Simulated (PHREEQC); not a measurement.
A column of 1 m (40 cells, dispersivity 0.05 m, 300 s a shift, diffusion coefficient 3e-10 m²/s) holds 0.33 eq of the database's cation exchanger X per kg of pore water, first in equilibrium with 0.018 mol MgCl2, 0.003 mol NaCl, 0.036 mol MnCl2 and 1e-05 mol HCl per kg of water. It is flushed with 1.2 mmol/kgw ZnSO4, 92 mmol/kgw MgSO4 and 0.01 mmol/kgw HCl, at 25 °C. Values are for the last cell. No CO2 enters from the air. No solid was allowed to form.

Base run: PHREEQC, ion-association model, phreeqc.dat. Each further column changes one thing. The table gives Na in solution (mol/kgw).

| pore volumes | base | exchange capacity from 0.33 to 0.17 eq/kgw | dispersivity from 0.05 to 0.1 m |
|---|---|---|---|
| 0 | 0.00300 | 0.00300 | 0.00300 |
| 0.8125 | 0.00300 | 0.00285 | 0.00289 |
| 1.812 | 0.00124 | 0.000490 | 0.00120 |
| 2.612 | 0.000247 | 4.52e-5 | 0.000390 |
| 3.413 | 3.64e-5 | 3.24e-6 | 0.000113 |
| 4.213 | 4.69e-6 | 2.11e-7 | 3.16e-5 |
| 5.213 | 3.34e-7 | 6.54e-9 | 6.27e-6 |
| 6.013 | 3.91e-8 | 3.98e-10 | 1.71e-6 |
